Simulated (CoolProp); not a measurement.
Vapour-liquid equilibrium of R125 (1) + cyclopropane (2) at 1.27 MPa; x and y are mole fractions of (1).

The numbers come from the multi-fluid Helmholtz-energy mixture model, Lemmon 2005 and Polt 1992; pair parameters Bell 2016 in CoolProp. This equation is an older, rougher fit; its heat capacities, sound speeds and derivatives of the liquid may be far off and weren't checked against measurements.

### Question
Give the bubble temperature and the first vapour's composition at x = 0.05, 0.25, 0.95. Is there an azeotrope?

### Answer
x = 0.05: 40.7 °C, y = 0.160; x = 0.25: 27.5 °C, y = 0.462; x = 0.95: 21.3 °C, y = 0.940. y crosses x between x = 0.75 and 0.85: the model has an azeotrope there.

The pair parameters rest on a limited set of measurements; away from them the model extrapolates.
